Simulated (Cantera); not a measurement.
Cantera run:

```python
import numpy as np
import cantera as ct

gas_names = """
    CL CLO CL2 Fe FeCL FeCL2 FeCL3 FeO Fe(OH)2 Fe2CL4 Fe2CL6 H HCL HOCL HO2 H2 H2O H2O2 O OH O2 O3
""".split()
cond_names = """
    Fe(a) Fe(c) Fe(d) Fe(L) FeCL2(s) FeCL2(L) FeCL3(s) FeCL3(L) FeO(s) FeO(L) Fe(OH)2(s) Fe(OH)3(s)
    Fe2O3(s) Fe3O4(s) H2O(s) H2O(L)
""".split()


# ... load() reads the species with a 1 bar reference pressure and builds the phases ...
atoms = {
    'Fe2O3': {'Fe': 2, 'O': 3},
    'HCl': {'H': 1, 'CL': 1},
}
top_T = {'Fe2O3(s)': 1830, 'Fe3O4(s)': 1870}  # K; cautious upper limits of use, not melting points


# ... equilibrate(T, P, feed) seeds the gas with the atoms and calls Mixture.equilibrate('TP', solver="vcs", rtol=1e-11, max_steps=5000) ...
results = []
T = 950  # K
P = 100000  # Pa
for m in [12, 16, 22, 29, 38, 50, 66]:
    feed = {'Fe2O3': 1, 'HCl': m}  # mol
    mix = equilibrate(T, P, feed)
    results.append((T, P, feed, dict(zip(mix.species_names, mix.species_moles))))
    x = sorted(zip(gas.X, gas.species_names), reverse=True)
    print(f"T = {T:g} K  P = {P:g} Pa  n(HCl) = {m:g} mol  gas = {mix.phase_moles(0):.4g} mol")
    print("   x: " + "  ".join(f"{s} {v:.3e}" for v, s in x if v > 0.0001))
    print("   condensed (mol): " + ("  ".join(f"{mix.phase(i).name} {mix.phase_moles(i):.4g}"
          for i in range(1, mix.n_phases) if mix.phase_moles(i) > 1e-12) or "none"))
```

It prints:

```
T = 950 K  P = 100000 Pa  n(HCl) = 12 mol  gas = 11.75 mol
   x: HCL 9.101e-01  H2O 5.562e-02  FeCL3 2.798e-02  Fe2CL6 3.647e-03  FeCL2 1.651e-03  CL2 8.994e-04
   condensed (mol): Fe2O3(s) 0.7822
T = 950 K  P = 100000 Pa  n(HCl) = 16 mol  gas = 15.67 mol
   x: HCL 9.101e-01  H2O 5.562e-02  FeCL3 2.798e-02  Fe2CL6 3.647e-03  FeCL2 1.651e-03  CL2 8.994e-04
   condensed (mol): Fe2O3(s) 0.7096
T = 950 K  P = 100000 Pa  n(HCl) = 22 mol  gas = 21.54 mol
   x: HCL 9.101e-01  H2O 5.562e-02  FeCL3 2.798e-02  Fe2CL6 3.647e-03  FeCL2 1.651e-03  CL2 8.994e-04
   condensed (mol): Fe2O3(s) 0.6006
T = 950 K  P = 100000 Pa  n(HCl) = 29 mol  gas = 28.39 mol
   x: HCL 9.101e-01  H2O 5.562e-02  FeCL3 2.798e-02  Fe2CL6 3.647e-03  FeCL2 1.651e-03  CL2 8.994e-04
   condensed (mol): Fe2O3(s) 0.4736
T = 950 K  P = 100000 Pa  n(HCl) = 38 mol  gas = 37.21 mol
   x: HCL 9.101e-01  H2O 5.562e-02  FeCL3 2.798e-02  Fe2CL6 3.647e-03  FeCL2 1.651e-03  CL2 8.994e-04
   condensed (mol): Fe2O3(s) 0.3102
T = 950 K  P = 100000 Pa  n(HCl) = 50 mol  gas = 48.95 mol
   x: HCL 9.101e-01  H2O 5.562e-02  FeCL3 2.798e-02  Fe2CL6 3.647e-03  FeCL2 1.651e-03  CL2 8.994e-04
   condensed (mol): Fe2O3(s) 0.09238
T = 950 K  P = 100000 Pa  n(HCl) = 66 mol  gas = 64.88 mol
   x: HCL 9.248e-01  H2O 4.624e-02  FeCL3 2.389e-02  Fe2CL6 2.660e-03  FeCL2 1.490e-03  CL2 8.050e-04
   condensed (mol): none
```

Equilibrium computed with Cantera from the NASA thermochemical tables; the gas is ideal and each condensed phase is pure.
